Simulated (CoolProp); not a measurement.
Vapour-liquid equilibrium of carbon dioxide (1) + 1-butene (2) at -2.45 °C; x and y are mole fractions of (1).

Computed with CoolProp (multi-fluid Helmholtz-energy mixture model, Span 1996 and Lemmon 2005; pair parameters Bell 2016).

Question: Give the bubble pressure and the first vapour's composition at x = 0.35, 0.65, 0.95. Is there an azeotrope?

Answer: x = 0.35: 1.375 MPa, y = 0.921; x = 0.65: 2.190 MPa, y = 0.959; x = 0.95: 3.065 MPa, y = 0.992. No azeotrope shows between x = 0.05 and 0.95.

The pair parameters rest on a limited set of measurements; away from them the model extrapolates. The gap from Raoult's law changes sign with composition, which may be real or a fault of the pair parameters; it wasn't checked against measurements.
